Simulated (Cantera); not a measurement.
Input: 1 mol C6H6, 4.4 mol H2O, equilibrated at 0.00110 bar.

Cantera equilibrium calculation (NASA polynomials, part measured and part estimated; ideal gas, pure solids and liquids). Candidate condensed phases: C, C6H6, C7H8, C8H18, H2O; 131 gas species. Ions and electrons are included (thermal ionisation). Rates play no part.

x: gas mole fraction; nothing condenses.

```json
[
 {"T (°C)": "2727", "x H": "0.711", "x CO": "0.225", "x C": "0.0181", "x O": "2.56e-8", "x H2": "0.0223", "x C3": "0.0172"},
 {"T (°C)": "3227", "x H": "0.712", "x CO": "0.213", "x C": "0.0715", "x O": "?", "x H2": "?", "x C3": "?"},
 {"T (°C)": "3727", "x H": "0.711", "x CO": "0.211", "x C": "0.0769", "x O": "?", "x H2": "?", "x C3": "?"},
 {"T (°C)": "4227", "x H": "0.703", "x CO": "0.198", "x C": "0.0872", "x O": "0.0113", "x H2": "4.55e-5", "x C3": "3.15e-8"},
 {"T (°C)": "4727", "x H": "0.656", "x CO": "0.118", "x C": "0.147", "x O": "0.0768", "x H2": "1.15e-5", "x C3": "4.17e-9"}
]
```

Complete the blanks.


- 3227, x O: 3.28e-6
- 3227, x H2: 0.00160
- 3227, x C3: 0.000494
- 3727, x O: 0.000342
- 3727, x H2: 0.000219
- 3727, x C3: 1.92e-6
